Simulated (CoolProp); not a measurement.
Properties of isobutene along the isotherm 148.75 °C (Tc = 144.9 °C, pc = 4.016 MPa, ω = 0.193).

Values from CoolProp's reference Helmholtz-energy equation of state, Lemmon 2005. It is a short technical equation, of lower accuracy than the large ones.

| p (MPa) | phase | Z | cv (kJ/(kg K)) | speed of sound (m/s) | isothermal compressibility (1/MPa) | expansivity (1/kK) | fugacity coefficient |
|---|---|---|---|---|---|---|---|
| 0.125 | gas | 0.9894 | 1.918 | 257.2 | 8.086 | 2.454 | 0.9895 |
| 0.251 | gas | 0.9786 | 1.923 | 254.8 | 4.072 | 2.543 | 0.9790 |
| 0.376 | gas | 0.9678 | 1.927 | 252.4 | 2.750 | 2.637 | 0.9686 |
| 0.502 | gas | 0.9566 | 1.932 | 250.0 | 2.085 | 2.738 | 0.9582 |
| 0.627 | gas | 0.9454 | 1.936 | 247.4 | 1.691 | 2.844 | 0.9478 |
| 0.753 | gas | 0.9338 | 1.941 | 244.9 | 1.427 | 2.959 | 0.9374 |
| 0.878 | gas | 0.9222 | 1.946 | 242.3 | 1.241 | 3.082 | 0.9272 |
| 1 | gas | 0.9106 | 1.951 | 239.6 | 1.105 | 3.210 | 0.9171 |
| 1.13 | gas | 0.8980 | 1.956 | 236.8 | 0.9937 | 3.357 | 0.9065 |
| 1.25 | gas | 0.8862 | 1.961 | 234.1 | 0.9124 | 3.503 | 0.8967 |
| 1.38 | gas | 0.8731 | 1.967 | 231.1 | 0.8412 | 3.675 | 0.8861 |
| 1.51 | gas | 0.8597 | 1.973 | 228.1 | 0.7834 | 3.862 | 0.8755 |
| 1.63 | gas | 0.8471 | 1.979 | 225.2 | 0.7391 | 4.050 | 0.8658 |
| 1.76 | gas | 0.8331 | 1.985 | 222.0 | 0.6991 | 4.274 | 0.8552 |
| 1.88 | gas | 0.8198 | 1.991 | 219.0 | 0.6682 | 4.500 | 0.8455 |
| 2.01 | gas | 0.8051 | 1.998 | 215.6 | 0.6401 | 4.772 | 0.8350 |
